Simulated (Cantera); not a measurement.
Chemical vapour transport: TiO₂ + Cl₂ + H₂

Charge: 1 mol TiO₂, 0.12 mol Cl₂, 5.7 mol H₂, at 10.0 mbar.

Cantera equilibrium calculation (NASA polynomials, part measured and part estimated; ideal gas, pure solids and liquids). Candidate condensed phases: H₂O, Ti, TiCl₂, TiCl₃, TiCl₄, TiO, TiO₂, Ti₂O₃, Ti₃O₅, Ti₄O₇; 23 gas species. Mutual solubility and eutectic melting of coexisting phases are not modelled. Condensed phases not in the tables: Magnéli phases beyond Ti₄O₇, TiOCl. Rates play no part.

From 1098 K to 1623 K the condensed part is TiO₂(rutile) + Ti₄O₇(s). At 1698 K the condensed part is Ti₄O₇(s). The main Ti-bearing gas is TiCl₃ at 1098 K and TiO₂ at 1698 K.

| T (K) | x H₂ | x H₂O | x HCl | x H | x Cl | n TiO₂(rutile) | n Ti₄O₇(s) |
|---|---|---|---|---|---|---|---|
| 1098 | 0.958 | 0.000294 | 0.0412 | 2.42e-7 | 9.34e-9 | 0.993 | 0.00171 |
| 1173 | 0.958 | 0.000748 | 0.0412 | 1.15e-6 | 4.34e-8 | 0.983 | 0.00435 |
| 1248 | 0.957 | 0.00171 | 0.0412 | 4.57e-6 | 1.68e-7 | 0.960 | 0.00993 |
| 1323 | 0.955 | 0.00355 | 0.0412 | 1.55e-5 | 5.61e-7 | 0.917 | 0.0207 |
| 1398 | 0.952 | 0.00686 | 0.0412 | 4.62e-5 | 1.65e-6 | 0.840 | 0.0399 |
| 1473 | 0.946 | 0.0124 | 0.0412 | 0.000123 | 4.35e-6 | 0.711 | 0.0722 |
| 1548 | 0.937 | 0.0212 | 0.0412 | 0.000298 | 1.05e-5 | 0.507 | 0.123 |
| 1623 | 0.924 | 0.0343 | 0.0412 | 0.000664 | 2.33e-5 | 0.201 | 0.200 |
| 1698 | 0.914 | 0.0429 | 0.0412 | 0.00138 | 4.84e-5 | 0 | 0.250 |
x: gas mole fraction; n: condensed amount in mol.
